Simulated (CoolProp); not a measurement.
Vapour-liquid equilibrium of R143a (1) + isobutane (2) at 444 kPa; x and y are mole fractions of (1).

Computed with CoolProp (multi-fluid Helmholtz-energy mixture model, Lemmon and Jacobsen 2000 and Bücker 2006; pair parameters Bell 2016).

```csv
x,bubble temperature (°C),y at the bubble point,dew temperature at overall composition x (°C),liquid density (mol/L)
0.05,21.8,0.289,31.5,9.585
0.15,8.2,0.557,27.6,9.990
0.25,1.5,0.667,23.5,10.28
0.35,-2.1,0.723,19.0,10.52
0.45,-4.4,0.760,14.1,10.75
0.55,-6.0,0.789,8.6,11.00
0.65,-7.3,0.819,2.6,11.28
0.75,-8.4,0.852,-3.8,11.60
0.85,-9.4,0.896,-8.3,11.96
0.95,-10.1,0.958,-10.0,12.37
```

No azeotrope shows between x = 0.05 and 0.95.

The pair parameters rest on a limited set of measurements; away from them the model extrapolates. With so large a gap from Raoult's law the liquid may split in two, which this calculation doesn't test in full.
